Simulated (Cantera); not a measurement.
A closed system holds: 1 mol Si3N4, 0.0066 mol H2O, 8.8 mol N2, at 1125 K and 0.133 bar.

Cantera equilibrium calculation (NASA polynomials, part measured and part estimated; ideal gas, pure solids and liquids). Candidate condensed phases: H2O, Si, SiO2, Si2N2O, Si3N4; 35 gas species. Mutual solubility and eutectic melting of coexisting phases are not modelled. Rates play no part.

Base state: N2 0.999, H2 0.000749 (mole fractions); condensed: Si2N2O(s) + Si3N4(s).

Problem. What changes in the equilibrium state with this change: 0.55 mol CH4 added?

Solution. 
| species | before | after |
|---|---|---|
| N2 | 0.999 | 0.888 |
| H2 | 0.000749 | 0.112 |
| CH4 | 0 | 4.79e-5 |
| Si2N2O(s), mol | 0.00660 | 0.00660 |
| Si3N4(s), mol | 0.996 | 0.996 |
| C(graphite), mol | 0 | 0.549 |
Further candidate phases: C, C6H6, C7H8, C8H18, SiC.

Problem. What changes in the equilibrium state with this change: temperature from 1125 K to 2075 K?

Solution. 
| species | before | after |
|---|---|---|
| N2 | 0.999 | 0.998 |
| Si | <1e-9 | 0.000764 |
| SiO | <1e-9 | 0.000610 |
| Si2N | <1e-9 | 7.49e-5 |
| SiN | <1e-9 | 6.11e-5 |
| Si2N2O(s), mol | 0.00660 | 0 |
| Si3N4(s), mol | 0.996 | 0 |
| Si(l), mol | 0 | 2.98 |
The tables' values for SiN are old estimates; treat these amounts as uncertain.

Problem. What changes in the equilibrium state with this change: temperature from 1125 K to 1773.15 K?

Solution. 
| species | before | after |
|---|---|---|
| N2 | 0.999 | 0.999 |
| H2 | 0.000749 | 0.000738 |
| SiO | <1e-9 | 0.000558 |
| H | 3.33e-9 | 2.12e-5 |
| Si2N2O(s), mol | 0.00660 | 0.00168 |
| Si3N4(s), mol | 0.996 | 0.997 |
